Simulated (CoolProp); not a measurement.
Vapour-liquid equilibrium of isobutene (1) + n-octane (2) at 311 kPa; x and y are mole fractions of (1).

Values from CoolProp's multi-fluid Helmholtz-energy mixture model, Lemmon 2005 and Beckmüller 2019; pair parameters Bell 2016.

| x | bubble temperature, mixture model (K) | bubble temperature, Raoult's law (K) | y, mixture model | y, Raoult's law |
|---|---|---|---|---|
| 0.05 | 420.5 | 410.8 | 0.423 | 0.573 |
| 0.15 | 382.5 | 372.6 | 0.806 | 0.874 |
| 0.25 | 358.5 | 351.4 | 0.920 | 0.947 |
| 0.35 | 342.5 | 337.5 | 0.961 | 0.974 |
| 0.45 | 331.1 | 327.5 | 0.979 | 0.986 |
| 0.55 | 322.3 | 319.9 | 0.988 | 0.992 |
| 0.65 | 315.3 | 313.7 | 0.993 | 0.995 |
| 0.75 | 309.6 | 308.6 | 0.996 | 0.997 |
| 0.85 | 304.8 | 304.3 | 0.998 | 0.999 |
| 0.95 | 300.7 | 300.5 | 1.000 | 1.000 |

The largest gap from Raoult's law is +9.9 K in bubble temperature, at x = 0.15. No azeotrope shows between x = 0.05 and 0.95.

Pair parameters are fitted to limited data, so mixtures are less certain than the pure fluids.
